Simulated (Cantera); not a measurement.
Charge: 1 mol Si3N4, 0.049 mol CO2, 27 mol H2, equilibrated at 2700 Torr.

Cantera equilibrium calculation (NASA polynomials, part measured and part estimated; ideal gas, pure solids and liquids). Candidate condensed phases: C, C6H6, C7H8, C8H18, H2O, Si, SiC, SiO2, Si2N2O, Si3N4; 151 gas species. Mutual solubility and eutectic melting of coexisting phases are not modelled. Gases not in the tables: Si2H6 and higher silanes. The numbers say what is thermodynamically allowed, not how fast it happens.

**Question.** Which condensed phases are stable at each of these points (T (K)): 950, 1025, 1100, 1175, 1250, 1325, 1400, 1475, 1550, 1625, 1700, 1775?

**Answer.** 
```tsv
T (K)	condensed phases	Si condensed (%)
950	Si2N2O(s) + Si3N4(s)	100.0
1025	Si2N2O(s) + Si3N4(s)	100.0
1100	Si2N2O(s) + Si3N4(s)	100.0
1175	Si2N2O(s) + Si3N4(s)	100.0
1250	Si2N2O(s) + Si3N4(s)	100.0
1325	Si2N2O(s) + Si3N4(s)	100.0
1400	Si2N2O(s) + Si3N4(s)	100.0
1475	Si2N2O(s) + Si3N4(s)	100.0
1550	SiC(s) + Si2N2O(s) + Si3N4(s)	100.0
1625	SiC(s) + Si2N2O(s) + Si3N4(s)	100.0
1700	SiC(s) + Si2N2O(s) + Si3N4(s)	100.0
1775	SiC(s) + Si2N2O(s) + Si3N4(s)	99.9
```

From 950 K to 1475 K the condensed part is Si2N2O(s) + Si3N4(s). From 1550 K to 1775 K the condensed part is SiC(s) + Si2N2O(s) + Si3N4(s).
